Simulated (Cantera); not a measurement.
Cantera run, input and output.

```python
import numpy as np
import cantera as ct

surf = ct.Interface("ptcombust.yaml", "Pt_surf")
gas = surf.adjacent["gas"]
gas.TPX = 475, 21000, {'H2': 0.0031, 'O2': 0.15, 'N2': 0.79}
surf.TP = 475, 21000
reactor = ct.FlowReactor(gas, clone=False)
reactor.area = 0.0001  # m2
reactor.surface_area_to_volume_ratio = 970  # 1/m
reactor.mass_flow_rate = 1.6 * reactor.area * gas.density  # inlet velocity 1.6 m/s
reactor.energy_enabled = False
wall = ct.ReactorSurface(surf, reactor, clone=False)
net = ct.ReactorNet([reactor])
net.rtol, net.atol = 1e-8, 1e-16
show, cover = ['H2', 'O2', 'H2O'], ['PT(S)', 'H(S)', 'O(S)', 'OH(S)', 'CO(S)', 'C(S)']

rows = []
print(f"{'z/m':>9s}{'u/(m/s)':>9s}" + "".join(f"{s:>13s}" for s in show + cover))
for z in [0.00033, 0.00055, 0.00092, 0.0015, 0.0026, 0.0043, 0.0071, 0.012, 0.02, 0.033]:
    net.advance(z)
    rows.append([reactor.speed, *gas[show].X, *surf[cover].coverages])
    print(f"{z:9.4g}{rows[-1][0]:9.3g}" + "".join(f"{x:13.4e}" for x in rows[-1][1:]))
```

Output:

```
      z/m  u/(m/s)           H2           O2          H2O        PT(S)         H(S)         O(S)        OH(S)        CO(S)         C(S)
  0.00033      1.6   2.8483e-03   1.5887e-01   4.3941e-04   2.5421e-02   1.4242e-09   9.6971e-01   4.8684e-03  -1.3585e-25  -1.1967e-31
  0.00055      1.6   2.6154e-03   1.5877e-01   6.7277e-04   2.3356e-02   1.1998e-09   9.7173e-01   4.9155e-03   1.3626e-24   3.1343e-29
  0.00092      1.6   2.2988e-03   1.5863e-01   9.8985e-04   2.0546e-02   9.2588e-10   9.7454e-01   4.9118e-03  -2.8531e-24  -6.5565e-29
   0.0015      1.6   1.9318e-03   1.5848e-01   1.3574e-03   1.7283e-02   6.5309e-10   9.7791e-01   4.8080e-03  -4.3701e-25  -8.3974e-30
   0.0026      1.6   1.4823e-03   1.5829e-01   1.8077e-03   1.3278e-02   3.8411e-10   9.8220e-01   4.5214e-03   2.8297e-23   5.3037e-28
   0.0043      1.6   1.0898e-03   1.5812e-01   2.2008e-03   9.7720e-03   2.0757e-10   9.8613e-01   4.0977e-03  -7.0574e-27  -1.8975e-31
   0.0071      1.6   7.5856e-04   1.5799e-01   2.5326e-03   6.8077e-03   1.0065e-10   9.8962e-01   3.5685e-03   3.0979e-29  -1.6759e-35
    0.012      1.6   4.9498e-04   1.5787e-01   2.7967e-03   4.4454e-03   4.2965e-11   9.9258e-01   2.9765e-03   2.7081e-24   6.2319e-29
     0.02      1.6   3.1572e-04   1.5780e-01   2.9762e-03   2.8369e-03   1.7558e-11   9.9473e-01   2.4275e-03   4.5338e-26   8.0987e-31
    0.033      1.6   1.9871e-04   1.5775e-01   3.0934e-03   1.7863e-03   7.0008e-12   9.9626e-01   1.9517e-03  -1.3638e-26  -1.6374e-31
```

Model: Deutschmann's 1995 Pt surface mechanism with GRI-Mech 3.0 gas chemistry, integrated in Cantera. Catalytic surfaces can have several steady states; this one follows from the mechanism file's or the stated starting coverage. Mass transfer to the wall is taken as infinitely fast.
